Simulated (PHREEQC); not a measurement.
**Polishing slurry liquid: speciation**

Consider water at 25 °C with 0.2 mol/kgw HNO3 and 3.1e-05 mol/kgw Fe(NO3)3. Closed to the air; pH follows from the charge balance.

Model: ion-association model, phreeqc.dat, run in PHREEQC.

This is a speciation only: nothing precipitates in the calculation.

Predict the pH, activity of water.

pH 0.80; activity of water 0.993.

In which forms is Fe present?

Fe+3 98 %, FeOH+2 1.7 % of the Fe.
